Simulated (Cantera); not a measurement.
Input: 1 mol B, 7 mol H₂, 1.6 mol N₂, equilibrated at 1398 K and 0.190 bar.

Equilibrium computed with Cantera from the NASA thermochemical tables; the gas is ideal and each condensed phase is pure. Candidate condensed phases: B, BN; 15 gas species. N₂ is the only nitrogen source here; it is nearly inert below about 1500 K, so the nitride shown seldom forms there in practice. Equilibrium is a limit: real reactors are often held back by kinetics, nucleation or transport.

What is the equilibrium state?


```
Quantity                             Value
-------------------------------  ---------
x(H₂)                                0.864
x(N₂)                                0.136
x(H)                               1.01e-5
x(NH₃)                             4.84e-6
n(BN(s))                          1.00 mol
gas amount                       8.100 mol
log10 activity of B(s) (absent)      -3.97
```
